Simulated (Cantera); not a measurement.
Input: 1 mol BN, 48 mol H2, 25 mol N2, at 1450 K and 2.93 Torr.

Method: chemical equilibrium by Gibbs-energy minimisation in Cantera with the NASA 1993 tables (ideal gas, pure condensed phases). Candidate condensed phases: B, BN; 15 gas species. The numbers say what is thermodynamically allowed, not how fast it happens.

Problem. What is the equilibrium state?

Solution. 
| Property | Result |
|---|---|
| x(H2) | 0.657 |
| x(N2) | 0.342 |
| x(H) | 0.000123 |
| n(BN(s)) | 1.00 mol |
| gas amount | 73.00 mol |
| log10 activity of B(s) (absent) | -2.99 |
